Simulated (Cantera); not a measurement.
Adiabatic ignition

An adiabatic, constant-pressure homogeneous reactor starts with 4.10 % C2H4, 8.20 % O2, 79.5 % N2, 8.20 % H2O, at 975 K and 2.90 bar.

Model: GRI-Mech 3.0 (53 species, 325 reactions), integrated in Cantera. GRI-Mech 3.0 was tuned for natural gas; its chemistry of ethylene as a main component is partial and can be far from experiment. Below about 1000 K GRI-Mech 3.0 lacks low-temperature oxidation paths.

```json
[
 {"t (s)": "8.00e-6", "T (K)": "975", "x C2H4": "0.0410", "x O2": "0.0820", "x H2O2": "<1e-12", "x N2O": "<1e-12", "x HO2": "<1e-12", "x C2H2": "1.54e-12", "x HCN": "<1e-12"},
 {"t (s)": "1.92e-5", "T (K)": "975", "x C2H4": "0.0410", "x O2": "0.0820", "x H2O2": "<1e-12", "x N2O": "<1e-12", "x HO2": "<1e-12", "x C2H2": "3.71e-12", "x HCN": "<1e-12"},
 {"t (s)": "4.60e-5", "T (K)": "975", "x C2H4": "0.0410", "x O2": "0.0820", "x H2O2": "<1e-12", "x N2O": "<1e-12", "x HO2": "1.54e-12", "x C2H2": "8.89e-12", "x HCN": "<1e-12"},
 {"t (s)": "0.000110", "T (K)": "975", "x C2H4": "0.0410", "x O2": "0.0820", "x H2O2": "<1e-12", "x N2O": "<1e-12", "x HO2": "4.09e-12", "x C2H2": "2.13e-11", "x HCN": "<1e-12"},
 {"t (s)": "0.000265", "T (K)": "975", "x C2H4": "0.0410", "x O2": "0.0820", "x H2O2": "<1e-12", "x N2O": "<1e-12", "x HO2": "1.09e-11", "x C2H2": "5.12e-11", "x HCN": "<1e-12"},
 {"t (s)": "0.000635", "T (K)": "975", "x C2H4": "0.0410", "x O2": "0.0820", "x H2O2": "<1e-12", "x N2O": "<1e-12", "x HO2": "3.03e-11", "x C2H2": "1.23e-10", "x HCN": "<1e-12"},
 {"t (s)": "0.00152", "T (K)": "975", "x C2H4": "0.0410", "x O2": "0.0820", "x H2O2": "<1e-12", "x N2O": "<1e-12", "x HO2": "8.69e-11", "x C2H2": "2.95e-10", "x HCN": "<1e-12"},
 {"t (s)": "0.00365", "T (K)": "975", "x C2H4": "0.0410", "x O2": "0.0820", "x H2O2": "<1e-12", "x N2O": "<1e-12", "x HO2": "2.41e-10", "x C2H2": "7.07e-10", "x HCN": "<1e-12"},
 {"t (s)": "0.00876", "T (K)": "975", "x C2H4": "0.0410", "x O2": "0.0820", "x H2O2": "1.05e-12", "x N2O": "<1e-12", "x HO2": "6.41e-10", "x C2H2": "1.70e-9", "x HCN": "<1e-12"},
 {"t (s)": "0.0210", "T (K)": "975", "x C2H4": "0.0410", "x O2": "0.0820", "x H2O2": "4.47e-12", "x N2O": "<1e-12", "x HO2": "1.79e-9", "x C2H2": "4.08e-9", "x HCN": "<1e-12"},
 {"t (s)": "0.0504", "T (K)": "975", "x C2H4": "0.0410", "x O2": "0.0820", "x H2O2": "2.24e-11", "x N2O": "<1e-12", "x HO2": "6.26e-9", "x C2H2": "9.81e-9", "x HCN": "<1e-12"},
 {"t (s)": "0.121", "T (K)": "975", "x C2H4": "0.0410", "x O2": "0.0820", "x H2O2": "7.27e-10", "x N2O": "<1e-12", "x HO2": "6.18e-8", "x C2H2": "2.43e-8", "x HCN": "<1e-12"},
 {"t (s)": "0.290", "T (K)": "1825", "x C2H4": "<1e-12", "x O2": "1.81e-8", "x H2O2": "2.74e-11", "x N2O": "3.26e-10", "x HO2": "9.45e-12", "x C2H2": "1.08e-11", "x HCN": "2.01e-7"},
 {"t (s)": "0.695", "T (K)": "1825", "x C2H4": "<1e-12", "x O2": "1.81e-8", "x H2O2": "2.74e-11", "x N2O": "2.79e-10", "x HO2": "9.46e-12", "x C2H2": "<1e-12", "x HCN": "6.85e-8"},
 {"t (s)": "1.67", "T (K)": "1825", "x C2H4": "<1e-12", "x O2": "1.81e-8", "x H2O2": "2.74e-11", "x N2O": "2.11e-10", "x HO2": "9.46e-12", "x C2H2": "<1e-12", "x HCN": "5.17e-8"},
 {"t (s)": "4.00", "T (K)": "1825", "x C2H4": "<1e-12", "x O2": "1.81e-8", "x H2O2": "2.74e-11", "x N2O": "1.58e-10", "x HO2": "9.47e-12", "x C2H2": "<1e-12", "x HCN": "3.34e-8"}
]
```
x: mole fraction; the columns are a selection and need not sum to one.

| Quantity | Result |
|---|---|
| time of steepest temperature rise | 0.176 s |
| temperature at 4.00 s | 1825 K |
| equilibrium temperature | 1825 K |
| x(C2H4) at 4.00 s | <1e-12 (gas-phase equilibrium <1e-12) |
| x(O2) at 4.00 s | 1.81e-8 (gas-phase equilibrium 1.81e-8) |
| x(H2O2) at 4.00 s | 2.74e-11 (gas-phase equilibrium 2.74e-11) |
